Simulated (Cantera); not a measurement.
## Oxide etching and cleaning by halides: CaO + Cl2 + N2

A closed system holds: 1 mol CaO, 3.7 mol Cl2, a varied amount of N2, at 1650 °C and 59000 Pa.

Cantera equilibrium calculation (NASA polynomials, part measured and part estimated; ideal gas, pure solids and liquids). Candidate condensed phases: Ca, CaCl2, CaO; 17 gas species. The numbers say what is thermodynamically allowed, not how fast it happens.

```tsv
n(N2) (mol)	x N2	x Cl	x Cl2	x CaCl2	x O2	x NO	x ClO
1.2	0.183	0.346	0.240	0.153	0.0750	0.00177	0.00117
1.6	0.229	0.333	0.221	0.144	0.0703	0.00192	0.00109
2.1	0.279	0.318	0.201	0.134	0.0652	0.00204	0.000998
2.8	0.339	0.299	0.178	0.122	0.0592	0.00214	0.000894
3.7	0.402	0.278	0.155	0.109	0.0529	0.00220	0.000788
5	0.473	0.254	0.129	0.0949	0.0459	0.00223	0.000670
6.6	0.540	0.230	0.106	0.0819	0.0395	0.00221	0.000563
8.9	0.609	0.204	0.0829	0.0686	0.0329	0.00214	0.000455
12	0.674	0.178	0.0629	0.0562	0.0269	0.00203	0.000358
16	0.730	0.153	0.0468	0.0457	0.0217	0.00190	0.000278
21	0.778	0.131	0.0344	0.0371	0.0175	0.00176	0.000214
28	0.821	0.110	0.0242	0.0293	0.0138	0.00161	0.000159
38	0.859	0.0899	0.0161	0.0226	0.0105	0.00144	0.000113
```
x: gas mole fraction; nothing condenses.

From 1.2 mol N2 to 38 mol N2 nothing is condensed. The main Ca-bearing gas is CaCl2 throughout.
